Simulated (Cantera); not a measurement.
Charge: 1 mol HI, 5 mol H2O, 0.19 mol H2, held at 0.133 bar.

Method: chemical equilibrium by Gibbs-energy minimisation in Cantera with the NASA 1993 tables (ideal gas, pure condensed phases). Candidate condensed phases: H2O, I2; 12 gas species. Rates play no part.

Task: At 1623 K, list the 5 most abundant gas species with their mole fractions, and the condensed phases.

Result: H2O 0.758, I 0.124, H2 0.0911, HI 0.0270, I2 0.000523. Condensed: gas only.
